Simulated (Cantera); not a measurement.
Adiabatic ignition

An adiabatic, constant-volume homogeneous reactor starts with 10.4 % CH4, 18.8 % O2, 70.8 % N2, equivalence ratio 1.1, at 1175 K and 2.30 bar.

Cantera simulation using GRI-Mech 3.0 (53 species, 325 reactions); the numbers are that mechanism's predictions, not measurements.

```json
[
 {"t (s)": "1.00e-6", "T (K)": "1175", "P (bar)": "2.30", "x CH4": "0.104", "x O2": "0.188", "x H2": "3.67e-12", "x CO": "<1e-12", "x O": "<1e-12", "x CH2O": "1.26e-12"},
 {"t (s)": "2.42e-6", "T (K)": "1175", "P (bar)": "2.30", "x CH4": "0.104", "x O2": "0.188", "x H2": "1.20e-11", "x CO": "<1e-12", "x O": "1.47e-12", "x CH2O": "7.58e-12"},
 {"t (s)": "5.88e-6", "T (K)": "1175", "P (bar)": "2.30", "x CH4": "0.104", "x O2": "0.188", "x H2": "3.45e-11", "x CO": "<1e-12", "x O": "2.26e-12", "x CH2O": "4.53e-11"},
 {"t (s)": "1.43e-5", "T (K)": "1175", "P (bar)": "2.30", "x CH4": "0.104", "x O2": "0.188", "x H2": "1.02e-10", "x CO": "<1e-12", "x O": "4.15e-12", "x CH2O": "2.70e-10"},
 {"t (s)": "3.46e-5", "T (K)": "1175", "P (bar)": "2.30", "x CH4": "0.104", "x O2": "0.188", "x H2": "3.44e-10", "x CO": "<1e-12", "x O": "8.94e-12", "x CH2O": "1.63e-9"},
 {"t (s)": "8.38e-5", "T (K)": "1175", "P (bar)": "2.30", "x CH4": "0.104", "x O2": "0.188", "x H2": "1.47e-9", "x CO": "4.73e-12", "x O": "2.19e-11", "x CH2O": "1.01e-8"},
 {"t (s)": "0.000203", "T (K)": "1175", "P (bar)": "2.30", "x CH4": "0.104", "x O2": "0.188", "x H2": "8.46e-9", "x CO": "7.81e-11", "x O": "6.25e-11", "x CH2O": "6.87e-8"},
 {"t (s)": "0.000492", "T (K)": "1175", "P (bar)": "2.30", "x CH4": "0.104", "x O2": "0.188", "x H2": "7.02e-8", "x CO": "1.62e-9", "x O": "2.26e-10", "x CH2O": "5.57e-7"},
 {"t (s)": "0.00119", "T (K)": "1175", "P (bar)": "2.30", "x CH4": "0.104", "x O2": "0.188", "x H2": "6.88e-7", "x CO": "4.68e-8", "x O": "7.66e-10", "x CH2O": "4.99e-6"},
 {"t (s)": "0.00289", "T (K)": "1175", "P (bar)": "2.30", "x CH4": "0.103", "x O2": "0.188", "x H2": "3.93e-6", "x CO": "9.09e-7", "x O": "1.18e-9", "x CH2O": "2.63e-5"},
 {"t (s)": "0.00702", "T (K)": "1176", "P (bar)": "2.30", "x CH4": "0.103", "x O2": "0.188", "x H2": "1.81e-5", "x CO": "1.03e-5", "x O": "1.86e-9", "x CH2O": "9.53e-5"},
 {"t (s)": "0.0170", "T (K)": "1181", "P (bar)": "2.31", "x CH4": "0.103", "x O2": "0.188", "x H2": "0.000134", "x CO": "0.000142", "x O": "5.73e-9", "x CH2O": "0.000402"},
 {"t (s)": "0.0412", "T (K)": "2904", "P (bar)": "5.96", "x CH4": "<1e-12", "x O2": "0.00956", "x H2": "0.0221", "x CO": "0.0487", "x O": "0.00325", "x CH2O": "2.59e-9"},
 {"t (s)": "0.100", "T (K)": "2904", "P (bar)": "5.96", "x CH4": "<1e-12", "x O2": "0.00956", "x H2": "0.0221", "x CO": "0.0487", "x O": "0.00325", "x CH2O": "2.59e-9"}
]
```
x: mole fraction; the columns are a selection and need not sum to one.

| Quantity | Value |
|---|---|
| time of steepest temperature rise | 30.7 ms |
| temperature at 0.100 s | 2904 K |
| equilibrium temperature | 2904 K |
| x(CH4) at 0.100 s | <1e-12 (gas-phase equilibrium <1e-12) |
| x(O2) at 0.100 s | 0.00956 (gas-phase equilibrium 0.00956) |
| x(H2) at 0.100 s | 0.0221 (gas-phase equilibrium 0.0221) |
